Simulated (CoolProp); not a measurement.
Vapour-liquid equilibrium of propane (1) + isobutane (2) at 0.00425 MPa; x and y are mole fractions of (1).

Computed with CoolProp (multi-fluid Helmholtz-energy mixture model, Lemmon 2009 and Bücker 2006; pair parameters Kunz 2012).

Task: Give the bubble temperature and the first vapour's composition at x = 0.05, 0.2, 0.35. Is there an azeotrope?

Result: x = 0.05: -74.5 °C, y = 0.226; x = 0.2: -80.6 °C, y = 0.590; x = 0.35: -84.8 °C, y = 0.762. No azeotrope shows between x = 0.05 and 0.95.

Pair parameters are fitted to limited data, so mixtures are less certain than the pure fluids. The gap from Raoult's law changes sign with composition, which may be real or a fault of the pair parameters; it wasn't checked against measurements.
